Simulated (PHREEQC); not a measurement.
Make-up at 40 °C: 0.091 mol HF, 0.00097 mol NH4HF2 and 3.7e-05 mol H2SiF6 per kg of water. It is in equilibrium with CO2 at log p = -1 (atm). Otherwise closed; pH follows from the charge balance.

Equilibrium calculation in PHREEQC: ion-association model, phreeqc.dat.

| quantity | before | after |
|---|---|---|
| pH | 2.15 | 2.18 |
| ionic strength (mol/kgw) | 0.00879 | 0.0164 |
| HF (mol/kgw) | 0.0820 | 0.0810 |
| F- (mol/kgw) | 0.00645 | 0.00707 |
| HF2- (mol/kgw) | 0.00222 | 0.00241 |
| HCO3- (mol/kgw) | 1.84e-7 | 2.04e-7 |

### Question
Name the change that produced these shifts.
A. HF from 0.091 to 0.137 mol/kgw
B. 0.043 mol/kgw KOH added
C. H2SiF6 from 3.7e-05 to 3.7e-06 mol/kgw
D. 0.0031 mol/kgw Na2SO4 added
E. H2SiF6 left out

### Answer
D, 0.0031 mol/kgw Na2SO4 added

This is a speciation only: nothing precipitates in the calculation. At this temperature some constants are extrapolated from 25 °C, and those without enthalpy data are left unchanged. SiF6-2 is the database's only silicon fluoride.
